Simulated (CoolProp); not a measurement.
Vapour-liquid equilibrium of isobutane (1) + isobutene (2) at 0.84 MPa; x and y are mole fractions of (1).

Values from CoolProp's multi-fluid Helmholtz-energy mixture model, Bücker 2006 and Lemmon 2005; pair parameters Bell 2016.

```json
[
 {"x": "0.05", "bubble temperature, mixture model (°C)": "62.7", "bubble temperature, Raoult's law (°C)": "62.8", "y, mixture model": "0.056", "y, Raoult's law": "0.055"},
 {"x": "0.15", "bubble temperature, mixture model (°C)": "62.1", "bubble temperature, Raoult's law (°C)": "62.4", "y, mixture model": "0.165", "y, Raoult's law": "0.164"},
 {"x": "0.25", "bubble temperature, mixture model (°C)": "61.5", "bubble temperature, Raoult's law (°C)": "61.9", "y, mixture model": "0.270", "y, Raoult's law": "0.270"},
 {"x": "0.35", "bubble temperature, mixture model (°C)": "61.0", "bubble temperature, Raoult's law (°C)": "61.5", "y, mixture model": "0.372", "y, Raoult's law": "0.374"},
 {"x": "0.45", "bubble temperature, mixture model (°C)": "60.5", "bubble temperature, Raoult's law (°C)": "61.0", "y, mixture model": "0.472", "y, Raoult's law": "0.476"},
 {"x": "0.55", "bubble temperature, mixture model (°C)": "60.0", "bubble temperature, Raoult's law (°C)": "60.5", "y, mixture model": "0.570", "y, Raoult's law": "0.576"},
 {"x": "0.65", "bubble temperature, mixture model (°C)": "59.6", "bubble temperature, Raoult's law (°C)": "60.1", "y, mixture model": "0.666", "y, Raoult's law": "0.674"},
 {"x": "0.75", "bubble temperature, mixture model (°C)": "59.3", "bubble temperature, Raoult's law (°C)": "59.6", "y, mixture model": "0.762", "y, Raoult's law": "0.770"},
 {"x": "0.85", "bubble temperature, mixture model (°C)": "58.9", "bubble temperature, Raoult's law (°C)": "59.2", "y, mixture model": "0.857", "y, Raoult's law": "0.863"},
 {"x": "0.95", "bubble temperature, mixture model (°C)": "58.7", "bubble temperature, Raoult's law (°C)": "58.7", "y, mixture model": "0.952", "y, Raoult's law": "0.955"}
]
```

The largest gap from Raoult's law is -0.5 K in bubble temperature, at x = 0.45. No azeotrope shows between x = 0.05 and 0.95.

Pair parameters are fitted to limited data, so mixtures are less certain than the pure fluids.
